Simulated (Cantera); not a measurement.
A closed system holds: 1 mol Si(CH3)4, 1.4 mol C2H2, 3.6 mol H2, 0.012 mol CH4, held at 1075 °C and 10000 Pa.

Method: chemical equilibrium by Gibbs-energy minimisation in Cantera with the NASA 1993 tables (ideal gas, pure condensed phases). Candidate condensed phases: C, C6H6, C7H8, C8H18, Si, SiC; 87 gas species. The numbers say what is thermodynamically allowed, not how fast it happens.

Base state: H2 0.999, CH4 0.000582 (mole fractions); condensed: C(graphite) + SiC(s).

**Question.** What changes in the equilibrium state with this change: temperature from 1075 °C to 2175 °C?

**Answer.** 
```
species            before     after
----------------  -------  --------
H2                  0.999     0.922
H                 7.33e-6    0.0604
C2H2 (acetylene)  1.20e-6   0.00797
Si                  <1e-9   0.00675
SiC2                <1e-9   0.00150
Si2C                <1e-9  0.000841
SiH                 <1e-9  0.000587
SiH2                <1e-9  0.000165
Si2                 <1e-9   3.52e-5
C(graphite), mol     5.81      5.71
SiC(s), mol          1.00     0.877
```
Gases not in the tables: Si2H6 and higher silanes.
